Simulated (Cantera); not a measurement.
**Si + NF₃ + H₂ (silicon etching in halogen gases)**

Charge: 1 mol Si, 3.1 mol NF₃, 27 mol H₂, equilibrated at 310 Pa.

These are equilibrium values from Cantera (NASA tables, ideal gas, pure condensed phases), not measurements of a reactor. Candidate condensed phases: Si, Si₃N₄; 37 gas species. The tables' values for SiF₃, SiF₂ are old estimates; treat these amounts as uncertain. Equilibrium is a limit: real reactors are often held back by kinetics, nucleation or transport.

```json
[
 {"T (K)": "773", "log p H₂": "-2.63", "log p HF": "-3.29", "log p N₂": "-3.83", "log p SiF₄": "-4.02", "log p SiF₃": "-13.81"},
 {"T (K)": "873", "log p H₂": "-2.63", "log p HF": "-3.29", "log p N₂": "-3.83", "log p SiF₄": "-4.02", "log p SiF₃": "-11.84"},
 {"T (K)": "973", "log p H₂": "-2.63", "log p HF": "-3.29", "log p N₂": "-3.83", "log p SiF₄": "-4.02", "log p SiF₃": "-10.28"},
 {"T (K)": "1073", "log p H₂": "-2.63", "log p HF": "-3.29", "log p N₂": "-3.83", "log p SiF₄": "-4.02", "log p SiF₃": "-9.01"},
 {"T (K)": "1173", "log p H₂": "-2.63", "log p HF": "-3.29", "log p N₂": "-3.83", "log p SiF₄": "-4.02", "log p SiF₃": "-7.96"},
 {"T (K)": "1273", "log p H₂": "-2.63", "log p HF": "-3.29", "log p N₂": "-3.83", "log p SiF₄": "-4.02", "log p SiF₃": "-7.08"},
 {"T (K)": "1373", "log p H₂": "-2.63", "log p HF": "-3.29", "log p N₂": "-3.83", "log p SiF₄": "-4.02", "log p SiF₃": "-6.34"},
 {"T (K)": "1473", "log p H₂": "-2.63", "log p HF": "-3.29", "log p N₂": "-3.83", "log p SiF₄": "-4.03", "log p SiF₃": "-5.70"},
 {"T (K)": "1573", "log p H₂": "-2.63", "log p HF": "-3.29", "log p N₂": "-3.83", "log p SiF₄": "-4.05", "log p SiF₃": "-5.17"},
 {"T (K)": "1673", "log p H₂": "-2.63", "log p HF": "-3.28", "log p N₂": "-3.83", "log p SiF₄": "-4.12", "log p SiF₃": "-4.76"}
]
```
log p: log10 of the partial pressure in bar; nothing condenses.

From 773 K to 1673 K nothing is condensed. The main Si-bearing gas is SiF₄ throughout.
